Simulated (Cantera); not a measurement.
## Stirred combustor or abatement burner

A perfectly stirred reactor is fed with CH4 : C2H6 : O2 : N2 = 1 : 0.76 : 10.6 : 39.8 (molar parts), equivalence ratio 0.44, at 14.8 atm; it is adiabatic with a 700 K inlet, and is followed from long to short residence time, starting on the burning branch (τ in s: 0.27, 0.1, 0.039, 0.015, 0.0055, 0.0021, 0.00078, 0.0003, 0.00011, 4.2e-05, 1.6e-05, 6e-06).

Cantera simulation using GRI-Mech 3.0 (53 species, 325 reactions); the numbers are that mechanism's predictions, not measurements. The pressure lies above the range GRI-Mech 3.0 was tuned for (to about 10 atm).

```json
[
 {"τ (s)": "0.27", "T (K)": "1705", "x CH4": "8.56e-7", "x C2H6": "1.38e-7", "x O2": "0.113", "x OH": "0.000162", "x CH2CO": "2.99e-7"},
 {"τ (s)": "0.10", "T (K)": "1705", "x CH4": "2.04e-6", "x C2H6": "3.39e-7", "x O2": "0.113", "x OH": "0.000180", "x CH2CO": "7.43e-7"},
 {"τ (s)": "0.039", "T (K)": "1704", "x CH4": "4.35e-6", "x C2H6": "7.53e-7", "x O2": "0.113", "x OH": "0.000209", "x CH2CO": "1.68e-6"},
 {"τ (s)": "0.015", "T (K)": "1702", "x CH4": "9.00e-6", "x C2H6": "1.62e-6", "x O2": "0.113", "x OH": "0.000252", "x CH2CO": "3.66e-6"},
 {"τ (s)": "0.0055", "T (K)": "1699", "x CH4": "1.90e-5", "x C2H6": "3.57e-6", "x O2": "0.113", "x OH": "0.000311", "x CH2CO": "8.05e-6"},
 {"τ (s)": "0.0021", "T (K)": "1692", "x CH4": "3.99e-5", "x C2H6": "7.70e-6", "x O2": "0.114", "x OH": "0.000371", "x CH2CO": "1.71e-5"},
 {"τ (s)": "0.00078", "T (K)": "1675", "x CH4": "9.43e-5", "x C2H6": "1.84e-5", "x O2": "0.115", "x OH": "0.000405", "x CH2CO": "3.88e-5"},
 {"τ (s)": "0.00030", "T (K)": "1602", "x CH4": "0.000410", "x C2H6": "7.88e-5", "x O2": "0.120", "x OH": "0.000236", "x CH2CO": "0.000143"},
 {"τ (s)": "0.00011", "T (K)": "700", "x CH4": "0.0192", "x C2H6": "0.0146", "x O2": "0.203", "x OH": "<1e-12", "x CH2CO": "<1e-12"},
 {"τ (s)": "4.2e-5", "T (K)": "700", "x CH4": "0.0192", "x C2H6": "0.0146", "x O2": "0.203", "x OH": "<1e-12", "x CH2CO": "<1e-12"},
 {"τ (s)": "1.6e-5", "T (K)": "700", "x CH4": "0.0192", "x C2H6": "0.0146", "x O2": "0.203", "x OH": "<1e-12", "x CH2CO": "<1e-12"},
 {"τ (s)": "6.0e-6", "T (K)": "700", "x CH4": "0.0192", "x C2H6": "0.0146", "x O2": "0.203", "x OH": "<1e-12", "x CH2CO": "<1e-12"}
]
```
x: mole fraction; the columns are a selection and need not sum to one.
